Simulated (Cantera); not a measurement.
Premixed flame

A freely propagating, adiabatic, planar premixed flame of H2 : O2 : N2 = 1 : 0.294 : 1.11 (molar parts), equivalence ratio 1.7, unburnt at 675 K and 1.00 bar; multicomponent transport, grid criteria slope 0.08 and curve 0.16, no radiation.

Detailed kinetics in Cantera: the H2/O2 subset of GRI-Mech 3.0, which has no nitrogen chemistry. Burning velocities carry a grid error of a few per cent, more on coarse grids.

| z (mm) | T (K) | u (m/s) | x H2 | x O2 | x OH | x H | x O | x H2O |
|---|---|---|---|---|---|---|---|---|
| -1.42 | 675 | 10.9 | 0.416 | 0.122 | <1e-8 | <1e-8 | <1e-8 | <1e-8 |
| -0.946 | 675 | 10.9 | 0.416 | 0.122 | <1e-8 | <1e-8 | <1e-8 | <1e-8 |
| -0.709 | 675 | 10.9 | 0.416 | 0.122 | <1e-8 | <1e-8 | <1e-8 | <1e-8 |
| -0.473 | 675 | 10.9 | 0.416 | 0.122 | <1e-8 | 4.86e-7 | <1e-8 | 2.10e-7 |
| -0.236 | 694 | 11.1 | 0.414 | 0.122 | 7.35e-5 | 0.000533 | 1.69e-5 | 0.00106 |
| -0.118 | 875 | 13.9 | 0.386 | 0.115 | 0.000627 | 0.0108 | 0.000450 | 0.0180 |
| 0 | 1284 | 19.7 | 0.265 | 0.0708 | 0.00343 | 0.0619 | 0.00493 | 0.112 |
| 0.118 | 1570 | 23.8 | 0.165 | 0.0165 | 0.00702 | 0.0993 | 0.00603 | 0.216 |
| 0.236 | 1693 | 25.4 | 0.149 | 0.00508 | 0.00837 | 0.0985 | 0.00482 | 0.239 |
| 0.473 | 1822 | 27.1 | 0.154 | 0.00283 | 0.00934 | 0.0846 | 0.00396 | 0.246 |
| 0.946 | 1961 | 28.9 | 0.163 | 0.00200 | 0.00965 | 0.0675 | 0.00296 | 0.251 |
| 1.89 | 2097 | 30.6 | 0.170 | 0.00125 | 0.00905 | 0.0508 | 0.00193 | 0.257 |
| 3.78 | 2217 | 32.0 | 0.177 | 0.000683 | 0.00762 | 0.0359 | 0.00108 | 0.263 |
x: mole fraction of selected species; z is measured from the peak of heat release.

The laminar burning velocity is 1090 cm/s. The thermal thickness is 0.473 mm, the peak x(OH) is 0.00965 and the peak x(H) is 0.101. The peak x(O) comes out as 0.00652 and the grid points is 141.
